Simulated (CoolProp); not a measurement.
Vapour-liquid equilibrium of acetone (1) + p-xylene (2) at 0.38 MPa; x and y are mole fractions of (1).

Model: multi-fluid Helmholtz-energy mixture model, Lemmon 2006 and Zhou 2012; pair parameters Bell 2016, in CoolProp.

```csv
x,bubble temperature (K),y at the bubble point,dew temperature at overall composition x (K),liquid density (mol/L)
0.05,452.2,0.299,466.4,6.805
0.125,433.8,0.554,462.4,7.187
0.2,421.0,0.690,458.2,7.534
0.275,411.8,0.769,453.7,7.864
0.35,404.9,0.821,448.9,8.192
0.425,399.4,0.857,443.8,8.527
0.5,394.9,0.885,438.2,8.875
0.575,391.0,0.908,432.0,9.242
0.65,387.6,0.927,425.0,9.633
0.725,384.4,0.944,417.1,10.05
0.8,381.4,0.960,407.8,10.51
0.875,378.5,0.976,396.6,11.00
0.95,375.8,0.990,383.3,11.54
```

No azeotrope shows between x = 0.05 and 0.95.

Pair parameters are fitted to limited data, so mixtures are less certain than the pure fluids.
